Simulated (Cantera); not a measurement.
## Equilibrium for abatement and gas-phase synthesis: H2O + O2 + H2 + CH4

Feed: 1 mol H2O, 0.058 mol O2, 0.1 mol H2, 1.4 mol CH4, at 0.100 bar.

Cantera equilibrium calculation (NASA polynomials, part measured and part estimated; ideal gas, pure solids and liquids). Candidate condensed phases: C, C6H6, C7H8, C8H18, H2O; 110 gas species. Kinetics and transport are ignored.

| T (K) | x H2 | x CO | x H | x C2H2 (acetylene) | x CH4 | x H2O | x CO2 | n C(graphite) |
|---|---|---|---|---|---|---|---|---|
| 1398 | 0.777 | 0.222 | 1.32e-5 | 1.90e-6 | 0.000264 | 6.55e-5 | 8.67e-6 | 0.283 |
| 1548 | 0.777 | 0.222 | 8.58e-5 | 1.22e-5 | 0.000124 | 2.12e-5 | 2.18e-6 | 0.283 |
| 1698 | 0.777 | 0.222 | 0.000403 | 5.60e-5 | 6.66e-5 | 8.43e-6 | 7.08e-7 | 0.283 |
| 1848 | 0.776 | 0.222 | 0.00148 | 0.000200 | 3.97e-5 | 3.90e-6 | 2.79e-7 | 0.282 |
| 1998 | 0.773 | 0.222 | 0.00446 | 0.000586 | 2.55e-5 | 2.03e-6 | 1.27e-7 | 0.278 |
| 2148 | 0.766 | 0.221 | 0.0115 | 0.00147 | 1.73e-5 | 1.15e-6 | 6.50e-8 | 0.269 |
| 2298 | 0.751 | 0.220 | 0.0262 | 0.00321 | 1.21e-5 | 6.93e-7 | 3.62e-8 | 0.251 |
x: gas mole fraction; n: condensed amount in mol.

From 1398 K to 2298 K the condensed part is C(graphite). The main C-bearing gas is CO throughout.
